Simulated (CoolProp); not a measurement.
Model: reference Helmholtz-energy equation of state, Lemmon 2006, in CoolProp. It is a short technical equation, of lower accuracy than the large ones.

For toluene, give the phase and the isothermal compressibility (1/MPa), expansivity (1/kK), conductivity (mW/(m K)), Prandtl number at 97.55 °C and 11900 kPa; -55.35 °C and 4020 kPa; 56.45 °C and 735 kPa.


- 97.55 °C and 11900 kPa: liquid; isothermal compressibility 0.00135, expansivity 1.13, conductivity 116, Prandtl number 5.08
- -55.35 °C and 4020 kPa: liquid; isothermal compressibility 0.000524, expansivity 0.989, conductivity 152, Prandtl number 24.5
- 56.45 °C and 735 kPa: liquid; isothermal compressibility 0.00115, expansivity 1.14, conductivity 122, Prandtl number 5.85

Viscosity comes from a separate model (Avgeri 2015). Thermal conductivity comes from a separate model (Assael 2012).
